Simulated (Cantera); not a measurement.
Source: NASA polynomial tables (part measured, part estimated), evaluated in Cantera. Values are per mole of reaction as written; species without (g) are pure solids or liquids, kept so even where they would boil at 1 bar.

**Question.** Between 300 and 548 K, where is each reaction favourable under standard conditions?
- 2 Cu + Cl₂(g) ⇌ 0.6667 Cu₃Cl₃(g)
- 0.5 Ti + Cl₂(g) ⇌ 0.5 TiCl₄
- 0.6667 Ti + Cl₂(g) ⇌ 0.6667 TiCl₃

**Answer.** 
- 2 Cu + Cl₂(g) ⇌ 0.6667 Cu₃Cl₃(g): ΔG° is -171 kJ at 300 K and -171 kJ at 548 K; it stays negative (K > 1). ΔH° is -173 kJ and ΔS° -4 J/K at 548 K.
- 0.5 Ti + Cl₂(g) ⇌ 0.5 TiCl₄: ΔG° is -368 kJ at 300 K and -343 kJ at 548 K; it stays negative (K > 1). ΔH° is -396 kJ and ΔS° -97 J/K at 548 K.
- 0.6667 Ti + Cl₂(g) ⇌ 0.6667 TiCl₃: ΔG° is -436 kJ at 300 K and -400 kJ at 548 K; it stays negative (K > 1). ΔH° is -478 kJ and ΔS° -142 J/K at 548 K.
